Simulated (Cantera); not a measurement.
Cantera with NASA thermochemical tables; ideal gases at 1 bar, condensed phases pure. Values are per mole of reaction as written; species without (g) are pure solids or liquids, kept so even where they would boil at 1 bar.

Question: Between 300 and 1923 K, where is each reaction favourable under standard conditions?
- 5 N(g) + Ta2O5 → 5 NO(g) + 2 Ta

Answer: 
- 5 N(g) + Ta2O5 → 5 NO(g) + 2 Ta: ΔG° is 71 kJ at 300 K and -190 kJ at 1923 K; it changes sign between 300 and 1423 K. ΔH° is 45 kJ and ΔS° 122 J/K at 1923 K.
